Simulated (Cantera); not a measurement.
Feed: 1 mol Cu, 1.2 mol F2, at 500 °C and 88.0 mbar.

Method: chemical equilibrium by Gibbs-energy minimisation in Cantera with the NASA 1993 tables (ideal gas, pure condensed phases). Candidate condensed phases: Cu, CuF2; 6 gas species. The numbers say what is thermodynamically allowed, not how fast it happens.

Base state: F2 0.982, F 0.0181 (mole fractions); condensed: CuF2(s).

**Question.** What changes in the equilibrium state with this change: temperature from 500 °C to 1225 °C?

**Answer.** 
```tsv
species	before	after
CuF2	1.58e-8	0.504
F	0.0181	0.493
F2	0.982	0.00293
CuF	<1e-9	6.18e-5
CuF2(s), mol	1.00	0
CuF2(l), mol	0	0.596
```
